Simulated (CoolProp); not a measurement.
Vapour-liquid equilibrium of benzene (1) + n-dodecane (2) at 424 kPa; x and y are mole fractions of (1).

Computed with CoolProp (multi-fluid Helmholtz-energy mixture model, Thol 2012 and Lemmon 2004; pair parameters Bell 2016).

```csv
x,"bubble temperature, mixture model (K)","bubble temperature, Raoult's law (K)","y, mixture model","y, Raoult's law"
0.05,546.1,534.2,0.224,0.407
0.15,516.5,498.5,0.588,0.749
0.25,489.5,475.1,0.795,0.874
0.35,468.1,458.5,0.894,0.930
0.45,452.1,446.0,0.941,0.959
0.55,440.0,436.1,0.966,0.975
0.65,430.5,428.0,0.980,0.985
0.75,422.9,421.3,0.988,0.992
0.85,416.4,415.5,0.994,0.996
0.95,410.7,410.5,0.998,0.999
```

The largest gap from Raoult's law is +18.0 K in bubble temperature, at x = 0.15. No azeotrope shows between x = 0.05 and 0.95.

Pair parameters are fitted to limited data, so mixtures are less certain than the pure fluids.
